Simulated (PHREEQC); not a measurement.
A solution holds 9.2 mmol/kgw TMAH and 0.52 mmol/kgw (CH3)4NCl, at 25 °C. Closed to the air; pH follows from the charge balance.

All values are PHREEQC results (ion-association model, phreeqc.dat), not measurements.

| quantity | before | after |
|---|---|---|
| pH | 11.91 | 11.90 |
| ionic strength (mol/kgw) | 0.00972 | 0.0144 |

**Question.** What was changed between the two runs?
A) temperature from 25 to 85 °C
B) 0.0022 mol/kgw NaHCO3 added
C) temperature from 25 to 90 °C
D) temperature from 25 to 20 °C
E) (CH3)4NCl from 0.00052 to 0.0052 mol/kgw

**Answer.** E, (CH3)4NCl from 0.00052 to 0.0052 mol/kgw

This is a speciation only: nothing precipitates in the calculation. (CH3)4N+ isn't in the database: it is added as a free cation with an ion size of 4 Å.
